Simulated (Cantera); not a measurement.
An adiabatic, constant-pressure homogeneous reactor starts with 2.50 % CH₄, 3.00 % CO, 13.5 % O₂, 51.0 % N₂, 30.0 % H₂O, equivalence ratio 0.48, at 1500 K and 960000 Pa.

Detailed kinetics in Cantera: GRI-Mech 3.0 (53 species, 325 reactions).

One state of this run: T (K) = 2165; x CH₄ = <1e-12; x CO = 0.000318; x O₂ = 0.0706; x CH₃ = <1e-12; x H₂ = 0.000393; x HCN = <1e-12; x NO = 0.000406. x: mole fraction; the columns are a selection and need not sum to one.

Which value of t (s) does it belong to?
(A) 2.14e-5
(B) 7.63e-5
(C) 6.00e-6
(D) 0.0124

D, 0.0124
